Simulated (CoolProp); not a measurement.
The numbers come from the reference Helmholtz-energy equation of state, Pan 2012 in CoolProp.

Give the vapour pressure (kPa), liquid density (kg/m³), vapour density (kg/m³), liquid viscosity (µPa s) of saturated R236FA at 41.75, 49.15 °C.


```
T (°C)  p (kPa)  liquid density (kg/m³)  vapour density (kg/m³)  liquid viscosity (µPa s)
------  -------  ----------------------  ----------------------  ------------------------
41.75       460                    1300                    30.8                       232
49.15       569                    1270                    38.2                       212
```

Viscosity comes from a separate model (Huber 2003), an estimate that may be off by 10 % or more.
